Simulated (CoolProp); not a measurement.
A simple Rankine cycle with R114: condensing at 311.15 K, boiler at 0.832 MPa, turbine inlet 350.2 K, turbine efficiency 0.75, pump efficiency 0.7, no recuperator. Each further row changes one setting.

Values from CoolProp's reference Helmholtz-energy equation of state, Platzer 1990. This equation is an older, rougher fit; its heat capacities, sound speeds and derivatives of the liquid may be far off and weren't checked against measurements.

```csv
case,thermal efficiency (%),net work (kJ/kg),heat in (kJ/kg),turbine exit temperature (K),volume ratio over the turbine
as stated,6.7,9.75,145,…,2.76
turbine inlet 370.2 K,6.6,10.7,162,…,2.69
condensing temperature 303.15 K,…,12.3,153,322.9,3.51
boiler pressure 0.582 MPa,4.4,6.53,149,337.1,1.85
turbine efficiency 0.65,5.8,8.38,145,329.4,2.78
```

Q: What belongs in the gaps?

A: 
- as stated, turbine exit temperature (K): 327.6
- turbine inlet 370.2 K, turbine exit temperature (K): 348.5
- condensing temperature 303.15 K, thermal efficiency (%): 8.0
